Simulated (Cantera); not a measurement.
A closed system holds: 1 mol S, 0.71 mol SO₂, 0.82 mol H₂, 0.059 mol H₂O, held at 750 Torr.

Method: chemical equilibrium by Gibbs-energy minimisation in Cantera with the NASA 1993 tables (ideal gas, pure condensed phases). Candidate condensed phases: H₂O, H₂SO₄, S; 19 gas species. Gases not in the tables: S₃ to S₇. Equilibrium is a limit: real reactors are often held back by kinetics, nucleation or transport.

log p: log10 of the partial pressure in bar; nothing condenses.

```csv
T (K),log p H₂O,log p S₂,log p SO₂,log p H₂S,log p H₂,log p S₂O,log p SO
1173,-0.42,-0.52,-0.68,-1.03,-2.21,-1.99,?
1223,-0.42,-0.51,-0.69,-1.06,-2.08,-2.00,?
1273,-0.42,-0.51,-0.69,-1.09,-1.96,-2.00,?
1323,-0.41,-0.50,-0.70,-1.12,-1.85,-2.01,?
1373,-0.41,-0.50,-0.70,-1.15,-1.75,-2.01,?
1423,-0.42,-0.50,-0.70,-1.18,-1.66,-2.02,?
1473,-0.42,-0.50,-0.70,-1.20,-1.57,-2.02,?
1523,-0.42,-0.50,-0.70,-1.23,-1.49,-2.03,?
```

Problem. Some entries are withheld; supply them.

Solution. 
- 1173, log p SO: -3.72
- 1223, log p SO: -3.50
- 1273, log p SO: -3.29
- 1323, log p SO: -3.10
- 1373, log p SO: -2.93
- 1423, log p SO: -2.77
- 1473, log p SO: -2.62
- 1523, log p SO: -2.48
